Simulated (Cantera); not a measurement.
An isothermal, constant-pressure homogeneous reactor starts with 34.5 % C2H6, 65.5 % N2, at 1600 K and 0.0267 bar.

Cantera simulation using GRI-Mech 3.0 (53 species, 325 reactions); the numbers are that mechanism's predictions, not measurements. GRI-Mech 3.0 stops at C3 and has no aromatics, soot or wall deposition, so with more carbon than oxygen in the feed, carbon stays in small species such as C2H2 where larger ones or solid carbon would form. Radical loss at walls, strong at low pressure, is not modelled.

One state of this run: x C2H6 = 3.09e-5; x C2H4 = 0.0155; x CH4 = 0.104; x C2H = 1.56e-7; x H = 8.22e-5; x H2 = 0.284; x CH3 = 0.000602. x: mole fraction; the columns are a selection and need not sum to one.

Task: Which value of t (s) does it belong to?
(A) 1.00e-5
(B) 0.000984
(C) 0.0307
(D) 3.15e-5

Result: C, 0.0307
